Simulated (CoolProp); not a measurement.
The numbers come from the reference Helmholtz-energy equation of state, Leachman 2009 in CoolProp.

### Question
For normal hydrogen, give the phase and the Joule-Thomson coefficient (K/MPa), viscosity (µPa s) at 541.9 K and 0.0373 MPa.

### Answer
- 541.9 K and 0.0373 MPa: gas; Joule-Thomson coefficient -0.527, viscosity 13.5

Viscosity comes from a separate model (Muzny 2013).
